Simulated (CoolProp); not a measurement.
CH3F (R41) along the isotherm 290.9 K: density (kg/m³) from the reference equation and from simpler models built on Tc = 317.3 K, pc = 5906 kPa, ω = 0.200; each cubic takes its own stable root.

The numbers come from the reference Helmholtz-energy equation of state, Lemmon 2006 in CoolProp. It is a short technical equation, of lower accuracy than the large ones.

| p (kPa) | phase | reference | Soave-Redlich-Kwong | Peng-Robinson |
|---|---|---|---|---|
| 93.4 | gas | 1.325 | 1.324 | 1.325 |
| 166 | gas | 2.371 | 2.366 | 2.369 |
| 295 | gas | 4.265 | 4.248 | 4.257 |
| 525 | gas | 7.761 | 7.704 | 7.733 |
| 934 | gas | 14.41 | 14.21 | 14.31 |
| 1660 | gas | 27.96 | 27.17 | 27.54 |
| 2950 | gas | 62.72 | 58.09 | 59.71 |
| 5250 | liquid | 629.5 | 473.9 | 534.6 |
| 9340 | liquid | 658.0 | 507.0 | 570.2 |
| 16600 | liquid | 692.2 | 544.7 | 611.0 |
| 29500 | liquid | 732.8 | 587.1 | 656.8 |
